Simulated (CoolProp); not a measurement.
R143a along the isobar 1.01 bar: density (kg/m³) from the reference equation and from simpler models built on Tc = 345.9 K, pc = 37.62 bar, ω = 0.261; each cubic takes its own stable root.

Model: reference Helmholtz-energy equation of state, Lemmon and Jacobsen 2000, in CoolProp.

```
T (K)   phase  reference  Redlich-Kwong  Peng-Robinson
-----  ------  ---------  -------------  -------------
182.3  liquid       1280           1052           1213
193    liquid       1253           1030           1192
203.7  liquid       1225           1006           1170
214.4  liquid       1197          4.936           1146
225.1  liquid       1169          4.680           1119
235.8     gas      4.516          4.450          4.471
246.5     gas      4.290          4.243          4.260
257.2     gas      4.089          4.056          4.070
267.9     gas      3.909          3.885          3.896
278.6     gas      3.746          3.728          3.738
289.3     gas      3.597          3.584          3.592
300       gas      3.460          3.451          3.458
310.7     gas      3.335          3.327          3.333
321.4     gas      3.218          3.213          3.218
```

At some of these states Redlich-Kwong gives the other phase, because its saturation line lies elsewhere.
